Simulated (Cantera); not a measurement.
An isothermal, constant-pressure homogeneous reactor starts with NH3 : H2 : N2 = 1 : 5.9 : 0.18 (molar parts), at 2100 K and 10.00 Torr.

Detailed kinetics in Cantera: the gas-phase N/H chemistry of the illustrative SiF4/NH3 mechanism in the Surface Chemkin manual (1991). Walls and surfaces, which speed up NH3 decomposition in real reactors, are not modelled.

Question: Predict: x(NH3) at 3.00 s; x(H2) at 3.00 s; x(H) at 3.00 s; x(N) at 3.00 s; x(NH) at 3.00 s.

Answer: 
```
Property                                            Value
----------------  ---------------------------------------
x(NH3) at 3.00 s  0.00207 (gas-phase equilibrium 5.53e-8)
x(H2) at 3.00 s       0.909 (gas-phase equilibrium 0.891)
x(H) at 3.00 s     0.00580 (gas-phase equilibrium 0.0256)
x(N) at 3.00 s    3.57e-6 (gas-phase equilibrium 8.87e-9)
x(NH) at 3.00 s   7.22e-6 (gas-phase equilibrium 3.96e-9)
```
